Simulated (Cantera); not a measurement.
Charge: 1 mol NH₃, 0.17 mol H₂O, 0.82 mol N₂, 0.027 mol SO₂, equilibrated at 15.0 Torr.

Method: chemical equilibrium by Gibbs-energy minimisation in Cantera with the NASA 1993 tables (ideal gas, pure condensed phases). Candidate condensed phases: H₂O, H₂SO₄, S; 35 gas species. Kinetics and transport are ignored. All values below are at 1548 K.

Base state: H₂ 0.476, N₂ 0.441, H₂O 0.0748, H₂S 0.00638, S₂ 0.00107, SH 0.000439, H 0.000150, SO 2.32e-5 (mole fractions); condensed: gas only.

Question: What changes in the equilibrium state with this change: pressure from 15.0 Torr to 7.50 Torr?

Answer: 
| species | before | after |
|---|---|---|
| H₂ | 0.476 | 0.477 |
| N₂ | 0.441 | 0.441 |
| H₂O | 0.0748 | 0.0747 |
| H₂S | 0.00638 | 0.00537 |
| S₂ | 0.00107 | 0.00151 |
| S | 1.61e-5 | 2.71e-5 |
| SO | 2.32e-5 | 3.89e-5 |

Question: What changes in the equilibrium state with this change: pressure from 15.0 Torr to 3300 Torr?

Answer: 
```
species    before    after
-------  --------  -------
H₂          0.476    0.475
N₂          0.441    0.441
H₂O        0.0748   0.0749
H₂S       0.00638  0.00897
S₂        0.00107  9.65e-6
NH₃       2.35e-7  5.14e-5
S         1.61e-5  1.03e-7
SO        2.32e-5  1.50e-7
SO₂       1.72e-5  1.12e-7
H        0.000150  1.01e-5
```
